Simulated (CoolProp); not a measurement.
Vapour-liquid equilibrium of m-xylene (1) + o-xylene (2) at 0.00508 MPa; x and y are mole fractions of (1).

Values from CoolProp's multi-fluid Helmholtz-energy mixture model, Zhou 2012 and Zhou 2012; pair parameters Bell 2016.

```json
[
 {"x": "0.05", "bubble temperature (K)": "331.4", "y at the bubble point": "[?]", "dew temperature at overall composition x (K)": "331.4", "liquid density (mol/L)": "7.977"},
 {"x": "0.2", "bubble temperature (K)": "330.7", "y at the bubble point": "0.232", "dew temperature at overall composition x (K)": "[?]", "liquid density (mol/L)": "7.958"},
 {"x": "0.35", "bubble temperature (K)": "[?]", "y at the bubble point": "0.397", "dew temperature at overall composition x (K)": "330.2", "liquid density (mol/L)": "7.940"},
 {"x": "0.5", "bubble temperature (K)": "329.4", "y at the bubble point": "[?]", "dew temperature at overall composition x (K)": "329.6", "liquid density (mol/L)": "7.922"},
 {"x": "0.65", "bubble temperature (K)": "328.7", "y at the bubble point": "0.694", "dew temperature at overall composition x (K)": "328.9", "liquid density (mol/L)": "[?]"},
 {"x": "0.8", "bubble temperature (K)": "328.1", "y at the bubble point": "0.829", "dew temperature at overall composition x (K)": "328.3", "liquid density (mol/L)": "7.884"},
 {"x": "0.95", "bubble temperature (K)": "327.6", "y at the bubble point": "[?]", "dew temperature at overall composition x (K)": "327.6", "liquid density (mol/L)": "7.866"}
]
```

Task: Fill in the missing entries.

Result: 
- 0.05, y at the bubble point: 0.059
- 0.2, dew temperature at overall composition x (K): 330.9
- 0.35, bubble temperature (K): 330.0
- 0.5, y at the bubble point: 0.550
- 0.65, liquid density (mol/L): 7.903
- 0.95, y at the bubble point: 0.958

No azeotrope shows between x = 0.05 and 0.95.

Pair parameters are fitted to limited data, so mixtures are less certain than the pure fluids.
